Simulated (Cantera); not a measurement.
Feed: 1 mol MgO, 4.2 mol N2, at 38.0 Pa.

Method: chemical equilibrium by Gibbs-energy minimisation in Cantera with the NASA 1993 tables (ideal gas, pure condensed phases). Candidate condensed phases: Mg, MgO; 13 gas species. Equilibrium is a limit: real reactors are often held back by kinetics, nucleation or transport.

x: gas mole fraction; n: condensed amount in mol.

```json
[
 {"T (K)": "1875", "x N2": "0.997", "x Mg": "0.00148", "x O2": "0.000467", "x O": "0.000267", "x NO": "(withheld)", "x MgO": "3.94e-6", "n MgO(s)": "0.994"},
 {"T (K)": "1900", "x N2": "0.996", "x Mg": "0.00221", "x O2": "0.000715", "x O": "0.000409", "x NO": "(withheld)", "x MgO": "6.85e-6", "n MgO(s)": "0.991"},
 {"T (K)": "1925", "x N2": "0.995", "x Mg": "0.00328", "x O2": "0.00108", "x O": "0.000620", "x NO": "(withheld)", "x MgO": "1.17e-5", "n MgO(s)": "0.986"},
 {"T (K)": "1950", "x N2": "0.992", "x Mg": "0.00481", "x O2": "0.00161", "x O": "0.000930", "x NO": "(withheld)", "x MgO": "1.98e-5", "n MgO(s)": "0.980"},
 {"T (K)": "1975", "x N2": "0.988", "x Mg": "0.00698", "x O2": "0.00238", "x O": "0.00138", "x NO": "(withheld)", "x MgO": "3.30e-5", "n MgO(s)": "0.970"},
 {"T (K)": "2000", "x N2": "0.983", "x Mg": "0.0101", "x O2": "0.00347", "x O": "0.00202", "x NO": "(withheld)", "x MgO": "5.43e-5", "n MgO(s)": "0.957"},
 {"T (K)": "2025", "x N2": "0.976", "x Mg": "0.0144", "x O2": "0.00501", "x O": "0.00294", "x NO": "(withheld)", "x MgO": "8.83e-5", "n MgO(s)": "0.938"},
 {"T (K)": "2050", "x N2": "0.966", "x Mg": "0.0203", "x O2": "0.00715", "x O": "0.00422", "x NO": "(withheld)", "x MgO": "0.000142", "n MgO(s)": "0.911"},
 {"T (K)": "2075", "x N2": "0.953", "x Mg": "0.0285", "x O2": "0.0101", "x O": "0.00602", "x NO": "(withheld)", "x MgO": "0.000225", "n MgO(s)": "0.873"},
 {"T (K)": "2100", "x N2": "0.934", "x Mg": "0.0397", "x O2": "0.0142", "x O": "0.00850", "x NO": "(withheld)", "x MgO": "0.000353", "n MgO(s)": "0.820"},
 {"T (K)": "2125", "x N2": "0.909", "x Mg": "0.0549", "x O2": "0.0198", "x O": "0.0119", "x NO": "(withheld)", "x MgO": "0.000548", "n MgO(s)": "0.744"},
 {"T (K)": "2150", "x N2": "0.876", "x Mg": "0.0753", "x O2": "0.0272", "x O": "0.0165", "x NO": "(withheld)", "x MgO": "0.000842", "n MgO(s)": "0.636"},
 {"T (K)": "2175", "x N2": "0.831", "x Mg": "0.103", "x O2": "0.0373", "x O": "0.0228", "x NO": "(withheld)", "x MgO": "0.00128", "n MgO(s)": "0.477"}
]
```

### Question
Complete the blanks.

### Answer

- 1875, x NO: 0.000282
- 1900, x NO: 0.000376
- 1925, x NO: 0.000498
- 1950, x NO: 0.000654
- 1975, x NO: 0.000851
- 2000, x NO: 0.00110
- 2025, x NO: 0.00141
- 2050, x NO: 0.00179
- 2075, x NO: 0.00226
- 2100, x NO: 0.00282
- 2125, x NO: 0.00349
- 2150, x NO: 0.00427
- 2175, x NO: 0.00516
